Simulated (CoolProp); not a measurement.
Vapour-liquid equilibrium of ethylene (1) + 1-butene (2) at 189.9 K; x and y are mole fractions of (1).

Values from CoolProp's multi-fluid Helmholtz-energy mixture model, Smukala 2000 and Lemmon 2005; pair parameters Bell 2016.

```csv
x,"bubble pressure, mixture model (kPa)","bubble pressure, Raoult's law (kPa)","y, mixture model","y, Raoult's law"
0.05,16.55,15.81,0.932,0.930
0.2,61.68,59.74,0.984,0.984
0.35,105.8,103.7,0.992,0.993
0.5,149.3,147.6,0.996,0.996
0.65,192.2,191.5,0.997,0.998
0.8,234.8,235.5,0.999,0.999
0.95,278.6,279.4,1.000,1.000
```

The largest gap from Raoult's law is +4.7 % in bubble pressure, at x = 0.05. No azeotrope shows between x = 0.05 and 0.95.

Pair parameters are fitted to limited data, so mixtures are less certain than the pure fluids.
